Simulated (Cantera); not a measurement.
Charge: 1 mol SiO2, 1.7 mol Al2O3, 9.7 mol O2, at 2000 K and 100 Torr.

Cantera equilibrium calculation (NASA polynomials, part measured and part estimated; ideal gas, pure solids and liquids). Candidate condensed phases: Al, Al2O3, Al2SiO5, Al6Si2O13, Si, SiO2; 14 gas species. Mutual solubility and eutectic melting of coexisting phases are not modelled. Condensed phases not in the tables: alloys, solid solutions and most ternary compounds. Rates play no part.

Q: What is the equilibrium state?

A: 
- x(O2): 0.998
- x(O): 0.00183
- n(Al2O3(s)): 0.200 mol
- n(Al6Si2O13(mullite)): 0.500 mol
- gas amount: 9.709 mol
- log10 activity of Al(l) (absent): -12.84
- log10 activity of Si(l) (absent): -13.94
